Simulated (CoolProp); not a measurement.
A simple Rankine cycle with n-hexane: condensing at 305.15 K, boiler at 1.72 MPa, turbine inlet 509.9 K, turbine efficiency 0.9, pump efficiency 0.6, no recuperator. Each further row changes one setting.

Values from CoolProp's reference Helmholtz-energy equation of state, Thol 2019.

| case | thermal efficiency (%) | net work (kJ/kg) | heat in (kJ/kg) | turbine exit temperature (K) | volume ratio over the turbine |
|---|---|---|---|---|---|
| as stated | 20.0 | 152 | 758 | 428.6 | 68.9 |
| turbine inlet 529.9 K | 19.7 | 160 | 815 | 449.8 | 66.4 |
| condensing temperature 297.15 K | 21.1 | 164 | 776 | 423.1 | 95.6 |
| boiler pressure 1.2 MPa | 18.7 | 144 | 774 | 438.9 | 44.7 |
| turbine efficiency 0.8 | 17.7 | 134 | 758 | 436.3 | 70.2 |
